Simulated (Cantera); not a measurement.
Cantera run:

```python
import numpy as np
import cantera as ct

gas_names = """
    Fe FeO Fe(OH)2 H HO2 H2 H2O H2O2 O OH O2 O3
""".split()
cond_names = """
    Fe(a) Fe(c) Fe(d) Fe(L) FeO(s) FeO(L) Fe(OH)2(s) Fe(OH)3(s) Fe2O3(s) Fe3O4(s) H2O(s) H2O(L)
""".split()


# ... load() reads the species with a 1 bar reference pressure and builds the phases ...
atoms = {
    'Fe3O4': {'Fe': 3, 'O': 4},
    'H2': {'H': 2},
}
top_T = {'Fe2O3(s)': 1830, 'Fe3O4(s)': 1870}  # K; cautious upper limits of use, not melting points


# ... equilibrate(T, P, feed) seeds the gas with the atoms and calls Mixture.equilibrate('TP', solver="vcs", rtol=1e-11, max_steps=5000) ...
results = []
feed = {'Fe3O4': 1, 'H2': 2500}  # mol
P = 73000  # Pa
for T in [1373, 1423, 1473, 1523, 1573, 1623, 1673, 1723]:
    mix = equilibrate(T, P, feed)
    results.append((T, P, feed, dict(zip(mix.species_names, mix.species_moles))))

top = {s: max(r[3][s] / sum(r[3][g] for g in gas_names) for r in results) for s in gas_names}
cols = sorted((s for s in top if top[s] > 1e-05), key=lambda s: -top[s])[:5]
seen = [c for c in cond_names if any(r[3].get(c, 0) > 1e-12 for r in results)]
print("log10 of partial pressures in bar; condensed amounts in mol")
print(f"{'T/K':>10s}" + "".join(f"{s[:9]:>10s}" for s in cols + seen))
for T, P, feed, n in results:
    ng = sum(n[g] for g in gas_names)
    print(f"{T:10.4g}" + "".join(f"{np.log10(max(n[s] / ng * P / 1e5, 1e-99)):10.3f}" for s in cols)
          + "".join(f"{n.get(c, 0):10.4g}" for c in seen))
```

Result:

```
log10 of partial pressures in bar; condensed amounts in mol
       T/K        H2       H2O         H        Fe     Fe(c)     Fe(d)
      1373    -0.137    -2.933    -5.546    -8.108         3         0
      1423    -0.137    -2.933    -5.246    -7.574         3         0
      1473    -0.137    -2.933    -4.967    -7.078         3         0
      1523    -0.137    -2.933    -4.705    -6.615     2.999         0
      1573    -0.137    -2.933    -4.460    -6.182     2.998         0
      1623    -0.137    -2.933    -4.229    -5.777     2.994         0
      1673    -0.137    -2.933    -4.012    -5.397         0     2.986
      1723    -0.137    -2.933    -3.808    -5.040         0     2.969
```

Method: chemical equilibrium by Gibbs-energy minimisation in Cantera with the NASA 1993 tables (ideal gas, pure condensed phases).
